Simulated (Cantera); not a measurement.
A diamond (100) surface in a fixed gas of H2 with x(CH4) = 0.0084, x(H) = 0.00025, at 1275 K, 0.0118 atm; coverages are run to steady state.

Model: the Harris–Goodwin 1993 mechanism for the reconstructed diamond (100) surface, integrated in Cantera.

θ: site fractions in the mechanism's names (c6HH fully hydrogenated, c6H* and c6*H radical sites, c6** diradical, c6HM methylated).

```csv
x(CH3),growth (µm/h),θ c6HH,θ c6H*,θ c6*H,θ c6**,θ c6HM
1e-06,0.000190,0.531,0.0376,0.420,0.0117,5.24e-7
2.1e-06,[?],0.531,0.0376,0.420,0.0117,[?]
4.6e-06,[?],0.531,0.0376,0.420,0.0117,[?]
9.7e-06,0.00184,0.531,0.0376,0.420,0.0117,5.08e-6
2.1e-05,0.00398,0.531,0.0376,0.420,0.0117,1.10e-5
4.4e-05,0.00831,0.531,0.0376,0.420,0.0116,2.30e-5
9.5e-05,0.0178,0.531,0.0376,0.419,0.0115,4.97e-5
0.0002,0.0369,0.530,0.0376,0.419,0.0114,0.000104
0.00043,0.0769,0.530,0.0375,0.418,0.0110,0.000223
```

Task: What belongs in the gaps?

Result: 
- 2.1e-06, growth (µm/h): 0.000399
- 2.1e-06, θ c6HM: 1.10e-6
- 4.6e-06, growth (µm/h): 0.000874
- 4.6e-06, θ c6HM: 2.41e-6
